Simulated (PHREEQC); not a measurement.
0.022 g of hydrous ferric oxide (600 m²/g; 0.2 weak and 0.005 strong sites per Fe, Dzombak-Morel constants, diffuse double layer) in 1 kg of water with 0.3 mol/kgw of an inert sodium salt and 0.00034 mmol/kgw MnCl2, at 25 °C; the pH is set by adding NaOH or the inert anion's acid. No oxygen is let in. No CO2 enters from the air. Precipitation was switched off in this run.

Base run: PHREEQC, ion-association model, wateq4f.dat. Each further column changes one thing. The table gives surface charge σ (C/m²).

```
pH     base  background salt from 0.3 to 0.03 mol/kgw  oxide from 0.022 to 0.11 g/kgw  7.5e-05 mol/kgw CaCl2 added
---  ------  ----------------------------------------  ------------------------------  ---------------------------
4     0.349                                     0.270                           0.349                        0.349
4.5   0.318                                     0.212                           0.318                        0.318
5     0.269                                     0.157                           0.269                        0.269
6     0.154                                     0.074                           0.154                        0.154
6.5   0.106                                     0.047                           0.106                        0.106
7     0.066                                     0.028                           0.066                        0.067
7.5   0.034                                     0.014                           0.034                        0.035
8     0.007                                     0.003                           0.006                        0.009
9    -0.050                                    -0.021                          -0.051                       -0.038
9.5  -0.086                                    -0.037                          -0.087                       -0.053
10   -0.130                                    -0.061                          -0.131                       -0.060
```
